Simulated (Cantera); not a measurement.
Standard-state values (1 bar) from the NASA 1993 polynomials, evaluated with Cantera. Values are per mole of reaction as written; species without (g) are pure solids or liquids, kept so even where they would boil at 1 bar.

Ca(g) + 2 HCl(g) → 2 H(g) + CaCl2

```csv
T (K),ΔH° (kJ),ΔS° (J/K),ΔG° (kJ),log10 K,condensed phases
300,___,___,___,___,CaCl2(s)
1075,___,___,___,___,CaCl2(l)
1125,-289.8,-113.5,-162.1,7.53,CaCl2(l)
1175,-286.8,-110.9,-156.5,6.96,CaCl2(l)
1225,-283.9,-108.5,-151.0,6.44,CaCl2(l)
1275,-281.1,-106.2,-145.7,5.97,CaCl2(l)
1325,___,___,___,___,CaCl2(l)
```

Problem. Some entries are withheld; supply them.

Solution. 
- 300, ΔH° (kJ): -352.9
- 300, ΔS° (J/K): -194.4
- 300, ΔG° (kJ): -294.6
- 300, log10 K: 51.29
- 1075, ΔH° (kJ): -292.7
- 1075, ΔS° (J/K): -116.1
- 1075, ΔG° (kJ): -167.9
- 1075, log10 K: 8.16
- 1325, ΔH° (kJ): -278.2
- 1325, ΔS° (J/K): -104.0
- 1325, ΔG° (kJ): -140.4
- 1325, log10 K: 5.53
